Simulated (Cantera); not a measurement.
A Cantera script and what it prints.

```python
import numpy as np
import cantera as ct

gas_names = """
    O2 CL2
""".split()
cond_names = """
    Li(L) LiCL(L) Li2O(s)
""".split()


# ... load() reads the species with a 1 bar reference pressure and builds the phases ...
species = {s.name: s for s in load("nasa_gas.yaml", gas_names) + load("nasa_condensed.yaml", cond_names)}
T = 1075
g = {n: (s.thermo.h(T) - T * s.thermo.s(T)) / (ct.gas_constant * T * np.log(10)) for n, s in species.items()}
valid = cond_names  # the entries whose range holds T


def stable(la, lb):
    # potentials (over RT ln 10) of the two non-metals from log10 p(O2) and log10 p(CL2) in bar
    mu = {}
    mu["O"] = (g["O2"] + la) / 2
    mu["Cl"] = (g["CL2"] + lb) / 2
    cost = {}
    for n in valid:
        c = species[n].composition
        cost[n] = (g[n] - sum(c.get(e, 0) * m for e, m in mu.items())) / c["Li"]
    return min(cost, key=cost.get)


results = []
for lb in [0, -1.7, -3.4, -5.1, -6.9, -8.6, -10.3, -12, -13.7, -15.4, -17.1, -18.9, -20.6, -22.3, -24]:
    row = [stable(la, lb) for la in [-35, -32.9, -30.9, -28.8, -26.8, -24.7, -22.6, -20.6, -18.5, -16.5, -14.4, -12.4, -10.3, -8.2, -6.2, -4.1, -2.1, 0]]
    results.append(row)
    print(f"{lb:6.1f}  " + " ".join(f"{valid.index(n):x}" for n in row))
print("key: " + ", ".join(f"{i:x} {n}" for i, n in enumerate(valid)))
```

It prints:

```
   0.0  1 1 1 1 1 1 1 1 1 1 1 1 1 1 1 1 1 1
  -1.7  1 1 1 1 1 1 1 1 1 1 1 1 1 1 1 1 1 1
  -3.4  1 1 1 1 1 1 1 1 1 1 1 1 1 1 1 1 1 1
  -5.1  1 1 1 1 1 1 1 1 1 1 1 1 1 1 1 1 1 1
  -6.9  1 1 1 1 1 1 1 1 1 1 1 1 1 1 1 1 1 1
  -8.6  1 1 1 1 1 1 1 1 1 1 1 1 1 1 1 1 1 1
 -10.3  1 1 1 1 1 1 1 1 1 1 1 1 1 1 1 1 1 2
 -12.0  1 1 1 1 1 1 1 1 1 1 1 1 1 1 1 2 2 2
 -13.7  1 1 1 1 1 1 1 1 1 1 1 1 1 2 2 2 2 2
 -15.4  1 1 1 1 1 1 1 1 1 1 1 1 2 2 2 2 2 2
 -17.1  1 1 1 1 1 1 1 1 1 1 2 2 2 2 2 2 2 2
 -18.9  1 1 1 1 1 1 1 1 2 2 2 2 2 2 2 2 2 2
 -20.6  1 1 1 1 1 1 1 2 2 2 2 2 2 2 2 2 2 2
 -22.3  1 1 1 1 1 2 2 2 2 2 2 2 2 2 2 2 2 2
 -24.0  1 1 1 2 2 2 2 2 2 2 2 2 2 2 2 2 2 2
key: 0 Li(L), 1 LiCL(L), 2 Li2O(s)
```

Standard-state values (1 bar) from the NASA 1993 polynomials, evaluated with Cantera. Not in the tables: the peroxide.
